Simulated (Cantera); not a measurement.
Cantera run, input and output.

```python
import numpy as np
import cantera as ct

gas = ct.Solution("gri30.yaml")
gas.TPX = 325, 96000, {'CH4': 1, 'H2': 0.3, 'O2': 3.26, 'N2': 12.2}
flame = ct.FreeFlame(gas, width=0.041)
flame.set_refine_criteria(ratio=3, slope=0.08, curve=0.16)
flame.transport_model = "mixture-averaged"
flame.solve(loglevel=0, auto=True)
flame.transport_model = "multicomponent"
flame.soret_enabled = False
flame.solve(loglevel=0, refine_grid=True)
z, T = flame.grid, flame.T
thick = (T[-1] - T[0]) / np.gradient(T, z).max()
show = ['CH4', 'H2', 'O2', 'H2O', 'C2H6', 'HCO']
print(f"laminar burning velocity  {flame.velocity[0] * 100:.3f} cm/s")
print(f"burnt temperature         {T[-1]:.1f} K")
print(f"thermal thickness         {thick * 1e3:.4f} mm")
print(f"grid points               {len(z)}")
z0 = z[flame.heat_release_rate.argmax()]
print(f"{'z/mm':>9s}{'T/K':>9s}{'u/(m/s)':>9s}" + "".join(f"{s:>11s}" for s in show))
rows = []
for k in (-3, -2, -1.5, -1, -0.5, -0.25, 0, 0.25, 0.5, 1, 2, 4, 8):
    zz = z0 + k * thick
    rows.append([k * thick, np.interp(zz, z, T), np.interp(zz, z, flame.velocity),
                 *(np.interp(zz, z, flame.X[gas.species_index(s)]) for s in show)])
    print(f"{rows[-1][0] * 1e3:9.3f}{rows[-1][1]:9.1f}{rows[-1][2]:9.3f}" + "".join(f"{x:11.3e}" for x in rows[-1][3:]))
```

It prints:

```
laminar burning velocity  23.804 cm/s
burnt temperature         1804.6 K
thermal thickness         0.6575 mm
grid points               137
     z/mm      T/K  u/(m/s)        CH4         H2         O2        H2O       C2H6        HCO
   -1.973    325.3    0.238  5.968e-02  1.740e-02  1.946e-01  3.190e-05  6.513e-09  6.338e-19
   -1.315    328.8    0.240  5.959e-02  1.642e-02  1.946e-01  4.669e-04  2.209e-07  6.169e-16
   -0.986    340.7    0.249  5.914e-02  1.525e-02  1.941e-01  1.930e-03  1.415e-06  3.959e-14
   -0.658    416.4    0.304  5.583e-02  1.303e-02  1.893e-01  1.088e-02  1.695e-05  1.258e-11
   -0.329    790.7    0.580  3.826e-02  9.838e-03  1.603e-01  5.018e-02  1.918e-04  4.111e-08
   -0.164   1133.5    0.834  2.082e-02  8.215e-03  1.292e-01  8.398e-02  3.028e-04  1.576e-06
    0.000   1459.9    1.076  4.428e-03  5.898e-03  9.455e-02  1.159e-01  3.570e-05  1.029e-05
    0.164   1597.7    1.174  2.199e-04  3.173e-03  7.732e-02  1.278e-01  6.865e-08  2.035e-06
    0.329   1654.7    1.211  6.587e-06  2.151e-03  7.226e-02  1.302e-01  5.661e-11  8.165e-08
    0.658   1717.1    1.252  9.417e-09  1.461e-03  6.916e-02  1.325e-01  1.371e-15  1.413e-09
    1.315   1766.6    1.285  2.972e-13  7.238e-04  6.773e-02  1.350e-01 -4.078e-16  1.545e-10
    2.630   1792.2    1.302  4.168e-16  2.455e-04  6.736e-02  1.367e-01  6.230e-17  9.994e-12
    5.260   1801.6    1.308  2.171e-15  7.535e-05  6.736e-02  1.374e-01  2.436e-16  5.479e-13
```

Model: GRI-Mech 3.0 (53 species, 325 reactions), integrated in Cantera. Burning velocities carry a grid error of a few per cent, more on coarse grids.
